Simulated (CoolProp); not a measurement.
1,2-dichloroethane at 298.15 K and 19.7 MPa is throttled through a valve to 6.28 MPa with no heat exchange. Each further row changes one setting.

Model: reference Helmholtz-energy equation of state, Thol 2015, in CoolProp.

| case | temperature change (K) | final density (kg/m³) |
|---|---|---|
| as stated | ___ | 1240 |
| outlet pressure 1.88 MPa | ___ | 1240 |
| outlet pressure 8.16 MPa | ___ | ___ |

### Question
Fill in the missing entries.

### Answer

- as stated, temperature change (K): +5.6
- outlet pressure 1.88 MPa, temperature change (K): +7.3
- outlet pressure 8.16 MPa, temperature change (K): +4.8
- outlet pressure 8.16 MPa, final density (kg/m³): 1250
